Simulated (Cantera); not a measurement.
What does this Cantera script print?

```python
import numpy as np
import cantera as ct

gas_names = """
    C2H6 H2O CH4 TaO2
""".split()
cond_names = """
    Ta(cr) Ta(L)
""".split()


# ... load() reads the species with a 1 bar reference pressure and builds the phases ...
species = {s.name: s for s in load("nasa_gas.yaml", gas_names) + load("nasa_condensed.yaml", cond_names)}
# Each term lists the table entries of one substance; the one whose range holds T is used.
reactions = {
    'Ta + 2 C2H6(g) + 2 H2O(g) = 4 CH4(g) + TaO2(g)':
        [(-1, ['Ta(cr)', 'Ta(L)']), (-2, ['C2H6']), (-2, ['H2O']), (4, ['CH4']), (1, ['TaO2'])],
}


def pick(names, T):
    return next(species[n] for n in names if species[n].thermo.min_temp <= T <= species[n].thermo.max_temp)


results = []
for label, terms in reactions.items():
    print(label)
    print("     T/K   dH/kJ  dS/(J/K)   dG/kJ   log10 K")
    for T in [2325, 2350, 2375, 2400, 2425, 2450, 2475]:
        used = [(nu, pick(names, T)) for nu, names in terms]
        dH = sum(nu * s.thermo.h(T) for nu, s in used) / 1e6
        dS = sum(nu * s.thermo.s(T) for nu, s in used) / 1e3
        dG = dH - T * dS / 1e3
        logK = -dG * 1e6 / (ct.gas_constant * T * np.log(10))
        results.append((label, T, dH, dS, dG, logK, [s.name for _, s in used]))
        print(f"{T:8g} {dH:8.1f} {dS:8.1f} {dG:8.1f} {logK:8.2f}")
```

Result:

```
Ta + 2 C2H6(g) + 2 H2O(g) = 4 CH4(g) + TaO2(g)
     T/K   dH/kJ  dS/(J/K)   dG/kJ   log10 K
    2325    149.2    135.1   -164.9     3.70
    2350    149.5    135.2   -168.3     3.74
    2375    149.8    135.4   -171.7     3.78
    2400    150.1    135.5   -175.0     3.81
    2425    150.4    135.6   -178.4     3.84
    2450    150.7    135.7   -181.8     3.88
    2475    151.1    135.9   -185.2     3.91
```

Cantera with NASA thermochemical tables; ideal gases at 1 bar, condensed phases pure. Condensed species are held in their standard states even where they would react or evaporate.
